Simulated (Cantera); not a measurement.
Cantera run, input and output.

```python
import numpy as np
import cantera as ct

gas = ct.Solution("h2o2.yaml")
gas.TPX = 1375, 50000, {'H2': 15, 'O2': 1, 'N2': 6}
inlet = ct.Reservoir(gas, clone=True)

reactor = ct.IdealGasConstPressureReactor(gas, energy="off", clone=False)
exhaust = ct.Reservoir(gas, clone=True)
tau = [12, 3, 0.75, 0.19, 0.046, 0.012, 0.0029, 0.00071][0]
for a, b in ((inlet, reactor), (reactor, exhaust)):
    ct.MassFlowController(a, b, mdot=lambda t: reactor.mass / tau)
net = ct.ReactorNet([reactor])
show = ['H2', 'O2', 'O', 'H2O2', 'H', 'OH']

rows = []
print(f"{'tau/s':>10s}{'T/K':>9s}" + "".join(f"{s:>11s}" for s in show))
for tau in [12, 3, 0.75, 0.19, 0.046, 0.012, 0.0029, 0.00071]:
    net.initial_time = 0.0
    net.advance(30 * tau)
    before = gas.X
    net.advance(40 * tau)
    drift = np.max(np.abs(gas.X - before) / (gas.X + 1e-9))
    rows.append([gas.T, *gas[show].X, drift])
    print(f"{tau:10.3e}{gas.T:9.1f}" + "".join(f"{x:11.3e}" for x in gas[show].X))
```

Output:

```
     tau/s      T/K         H2         O2          O       H2O2          H         OH
 1.200e+01   1375.0  6.188e-01  6.172e-06  1.646e-09  3.142e-10  3.381e-04  9.368e-07
 3.000e+00   1375.0  6.185e-01  1.239e-05  6.579e-09  5.579e-10  6.739e-04  1.869e-06
 7.500e-01   1375.0  6.180e-01  2.489e-05  2.628e-08  8.968e-10  1.342e-03  3.729e-06
 1.900e-01   1375.0  6.170e-01  4.982e-05  1.035e-07  1.297e-09  2.643e-03  7.378e-06
 4.600e-02   1375.0  6.149e-01  1.027e-04  4.251e-07  1.758e-09  5.283e-03  1.487e-05
 1.200e-02   1375.0  6.112e-01  2.067e-04  1.613e-06  2.294e-09  1.002e-02  2.868e-05
 2.900e-03   1375.0  6.043e-01  4.457e-04  6.533e-06  3.184e-09  1.906e-02  5.654e-05
 7.100e-04   1375.0  5.933e-01  1.014e-03  2.555e-05  4.921e-09  3.358e-02  1.077e-04
```

Computed with Cantera and the H2/O2 subset of GRI-Mech 3.0, which has no nitrogen chemistry. The temperature is held fixed by assumption; the heat of reaction is taken as removed at once.
